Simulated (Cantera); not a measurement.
**Transport properties of process gases**

Gas mixture: N₂ : C₂H₂ : CH₄ : NH₃ = 0.39 : 0.089 : 0.97 : 0.43 (molar parts), at 100.0 Torr, frozen composition.

Cantera's kinetic-theory transport with the Lennard-Jones parameters of GRI-Mech 3.0, ideal gas; thermal conductivity in the multicomponent form. Polar gases are described roughly by these parameters. The composition is frozen, though it would react at the higher temperatures.

| T (K) | ρ (kg/m³) | cp (J/kg/K) | μ (µPa s) | λ (mW/m/K) | Pr | D (cm²/s) H₂O | D (cm²/s) H | D (cm²/s) NH₃ |
|---|---|---|---|---|---|---|---|---|
| 400 | 0.0771 | 1989 | 16.0 | 45.2 | 0.705 | 2.89 | 14.7 | 2.87 |
| 550 | 0.0561 | 2314 | 20.7 | 67.8 | 0.705 | 5.36 | 25.8 | 5.21 |
| 700 | 0.0440 | 2633 | 24.8 | 92.4 | 0.707 | 8.44 | 39.3 | 8.07 |
| 850 | 0.0363 | 2912 | 28.6 | 117 | 0.709 | 12.1 | 54.8 | 11.4 |
| 1000 | 0.0308 | 3170 | 32.2 | 143 | 0.711 | 16.2 | 72.2 | 15.1 |
| 1150 | 0.0268 | 3386 | 35.5 | 169 | 0.712 | 20.8 | 91.4 | 19.3 |
| 1300 | 0.0237 | 3573 | 38.6 | 193 | 0.713 | 25.8 | 112 | 23.8 |
| 1450 | 0.0213 | 3733 | 41.6 | 218 | 0.714 | 31.2 | 135 | 28.7 |
| 1600 | 0.0193 | 3871 | 44.5 | 241 | 0.715 | 37.0 | 159 | 33.9 |
D: mixture-averaged diffusion coefficient of that species in the mixture.
